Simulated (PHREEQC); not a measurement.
Hard or scaling water

Dissolve 0.24 mmol/kgw CaSO4, 0.87 mmol/kgw NaF and 3.6 mmol/kgw NaCl at 20 °C. Closed to the air; pH follows from the charge balance.

The numbers come from PHREEQC with the ion-association model, phreeqc.dat.

Precipitation was switched off in this run.

Q: Estimate the pH, specific conductance.

A: pH 7.24; specific conductance 511 µS/cm.

Q: In which forms is Ca present?

A: Ca+2 98 %, CaSO4 2.1 % of the Ca.

The solution is supersaturated, for example in Fluorite, so a real one may precipitate; this is no full list.
